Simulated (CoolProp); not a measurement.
Vapour-liquid equilibrium of propane (1) + c-C4F8 (RC318) (2) at 485 kPa; x and y are mole fractions of (1).

Model: multi-fluid Helmholtz-energy mixture model, Lemmon 2009 and Platzer 1990; pair parameters Bell 2016, in CoolProp. This equation is an older, rougher fit; its heat capacities, sound speeds and derivatives of the liquid may be far off and weren't checked against measurements.

```
x     bubble temperature, mixture model (K)  bubble temperature, Raoult's law (K)  y, mixture model  y, Raoult's law
----  -------------------------------------  ------------------------------------  ----------------  ---------------
0.05                                  305.2                                 309.6                 …            0.130
0.2                                       …                                 301.5             0.571            0.427
0.35                                  281.4                                 294.6                 …            0.627
0.5                                   277.8                                 288.7             0.769            0.765
0.65                                      …                                 283.5             0.811            0.863
0.8                                       …                                 279.1                 …            0.933
0.95                                      …                                 275.1             0.950            0.986
```

Q: Complete the blanks.

A: 
- 0.05, y, mixture model: 0.213
- 0.2, bubble temperature, mixture model (K): 289.2
- 0.35, y, mixture model: 0.707
- 0.65, bubble temperature, mixture model (K): 275.8
- 0.8, bubble temperature, mixture model (K): 274.4
- 0.8, y, mixture model: 0.860
- 0.95, bubble temperature, mixture model (K): 273.7

The largest gap from Raoult's law is -13.2 K in bubble temperature, at x = 0.35. y crosses x between x = 0.8 and 0.95: the model has an azeotrope there.

Pair parameters are fitted to limited data, so mixtures are less certain than the pure fluids.
